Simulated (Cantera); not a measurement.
Input: 1 mol Cu2O, 4.8 mol CO, 1.9 mol H2, equilibrated at 0.120 bar.

These are equilibrium values from Cantera (NASA tables, ideal gas, pure condensed phases), not measurements of a reactor. Candidate condensed phases: C, C6H6, C7H8, C8H18, Cu, CuO, Cu(OH)2, Cu2O, H2O; 113 gas species. Kinetics and transport are ignored.

Task: What share of the Cu ends up in condensed phases as a function of T (K), at 1300, 1400, 1500, 1600, 1700, 1800, 1900, 2000, 2100, 2200, 2300, 2400, 2500, 2600?

Result: 
| T (K) | Cu condensed (%) | as |
|---|---|---|
| 1300 | 100.0 | Cu(s) |
| 1400 | 100.0 | Cu(l) |
| 1500 | 100.0 | Cu(l) |
| 1600 | 99.9 | Cu(l) |
| 1700 | 99.6 | Cu(l) |
| 1800 | 98.5 | Cu(l) |
| 1900 | 95.4 | Cu(l) |
| 2000 | 87.4 | Cu(l) |
| 2100 | 67.7 | Cu(l) |
| 2200 | 18.0 | Cu(l) |
| 2300 | 0.0 | - |
| 2400 | 0.0 | - |
| 2500 | 0.0 | - |
| 2600 | 0.0 | - |
